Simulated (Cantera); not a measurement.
**Hydrogen reduction and annealing atmospheres: TiO2 + H2 + N2**

Input: 1 mol TiO2, a varied amount of H2, 14 mol N2, at 1625 K and 13.3 mbar.

Equilibrium computed with Cantera from the NASA thermochemical tables; the gas is ideal and each condensed phase is pure. Candidate condensed phases: H2O, Ti, TiN, TiO, TiO2, Ti2O3, Ti3O5, Ti4O7; 27 gas species. Mutual solubility and eutectic melting of coexisting phases are not modelled. Rates play no part.

| n(H2) (mol) | x H2 | x N2 | x H2O | x H | x NH3 | n Ti3O5(s) | n Ti2O3(s) |
|---|---|---|---|---|---|---|---|
| 140 | 0.906 | 0.0909 | 0.00216 | 0.000582 | 1.52e-7 | 0.333 | 0 |
| 190 | 0.929 | 0.0686 | 0.00163 | 0.000589 | 1.37e-7 | 0.333 | 0 |
| 260 | 0.947 | 0.0511 | 0.00122 | 0.000595 | 1.21e-7 | 0.333 | 0 |
| 350 | 0.960 | 0.0384 | 0.000915 | 0.000599 | 1.08e-7 | 0.333 | 0 |
| 480 | 0.970 | 0.0283 | 0.000682 | 0.000602 | 9.38e-8 | 0.326 | 0.0110 |
| 660 | 0.978 | 0.0208 | 0.000687 | 0.000604 | 8.13e-8 | 0.0732 | 0.390 |
| 910 | 0.984 | 0.0151 | 0.000541 | 0.000606 | 7.00e-8 | 0 | 0.500 |
x: gas mole fraction; n: condensed amount in mol.

From 140 mol H2 to 350 mol H2 the condensed part is Ti3O5(s). From 480 mol H2 to 660 mol H2 the condensed part is Ti2O3(s) + Ti3O5(s). At 910 mol H2 the condensed part is Ti2O3(s).
